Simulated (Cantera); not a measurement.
A Cantera script and its output.

```python
import numpy as np
import cantera as ct

gas = ct.Solution("SiF4_NH3_mec.yaml", "gas")
gas.TPX = 1500, 2300, {'NH3': 1, 'H2': 1.5}
reactor = ct.IdealGasConstPressureReactor(gas, energy="off", clone=False)
net = ct.ReactorNet([reactor])
net.rtol, net.atol = 1e-08, 1e-18
show = ['NH3', 'H2', 'N2', 'NH2', 'N', 'NH', 'N2H2']
times = np.geomspace(0.001, 200, 13)

steps = ct.SolutionArray(gas, extra=["t"])
rows = []
print(f"{'t/s':>10s}{'T/K':>9s}{'P/Pa':>11s}" + "".join(f"{s:>11s}" for s in show))
for t in times:
    while net.time < t:
        t_next = net.step()
        steps.append(gas.state, t=t_next)
    rows.append([np.interp(t, steps.t, y) for y in (steps.T, steps.P, *steps(*show).X.T)])
    print(f"{t:10.3e}{rows[-1][0]:9.1f}{rows[-1][1]:11.4g}" + "".join(f"{x:11.3e}" for x in rows[-1][2:]))
rate = np.gradient(steps.T, steps.t)
print("integrator steps:", len(steps.t))
if steps.T.max() > steps.T[0] + 200:
    print(f"time of steepest temperature rise: {steps.t[rate.argmax()]:.4e} s")
gas.TPX = 1500, 2300, {'NH3': 1, 'H2': 1.5}
gas.equilibrate("TP")
print(f"equilibrium (TP): T = {gas.T:.1f} K  " + "  ".join(f"{s} {gas[s].X[0]:.3e}" for s in show))
```

Output:

```
       t/s      T/K       P/Pa        NH3         H2         N2        NH2          N         NH       N2H2
 1.000e-03   1500.0       2300  4.000e-01  6.000e-01  2.206e-14  7.775e-08  3.633e-17  6.113e-13  1.575e-13
 2.765e-03   1500.0       2300  4.000e-01  6.000e-01  1.300e-12  2.152e-07  9.290e-16  4.927e-12  2.569e-12
 7.647e-03   1500.0       2300  4.000e-01  6.000e-01  5.249e-11  5.954e-07  2.102e-14  3.837e-11  3.181e-11
 2.115e-02   1500.0       2300  4.000e-01  6.000e-01  1.536e-09  1.646e-06  4.557e-13  2.954e-10  3.026e-10
 5.848e-02   1500.0       2300  4.000e-01  6.000e-01  3.767e-08  4.547e-06  9.679e-12  2.259e-09  2.524e-09
 1.617e-01   1500.0       2300  4.000e-01  6.000e-01  8.738e-07  1.247e-05  1.974e-10  1.693e-08  1.989e-08
 4.472e-01   1500.0       2300  3.999e-01  6.000e-01  1.863e-05  3.020e-05  2.737e-09  9.859e-08  1.219e-07
 1.237e+00   1500.0       2300  3.995e-01  6.003e-01  1.663e-04  3.914e-05  5.905e-09  1.653e-07  2.081e-07
 3.420e+00   1500.0       2300  3.982e-01  6.011e-01  6.256e-04  3.915e-05  5.946e-09  1.658e-07  2.080e-07
 9.457e+00   1500.0       2300  3.947e-01  6.034e-01  1.884e-03  3.891e-05  5.947e-09  1.653e-07  2.052e-07
 2.615e+01   1500.0       2300  3.852e-01  6.095e-01  5.277e-03  3.827e-05  5.946e-09  1.639e-07  1.975e-07
 7.232e+01   1500.0       2300  3.607e-01  6.252e-01  1.402e-02  3.657e-05  5.940e-09  1.600e-07  1.783e-07
 2.000e+02   1500.0       2300  3.042e-01  6.616e-01  3.421e-02  3.248e-05  5.896e-09  1.500e-07  1.371e-07
integrator steps: 449
equilibrium (TP): T = 1500.0 K  NH3 4.210e-07  H2 8.570e-01  N2 1.428e-01  NH2 1.173e-10  N 1.509e-13  NH 1.430e-12  N2H2 1.293e-16
```

Detailed kinetics in Cantera: the gas-phase N/H chemistry of the illustrative SiF4/NH3 mechanism in the Surface Chemkin manual (1991). Walls and surfaces, which speed up NH3 decomposition in real reactors, are not modelled.
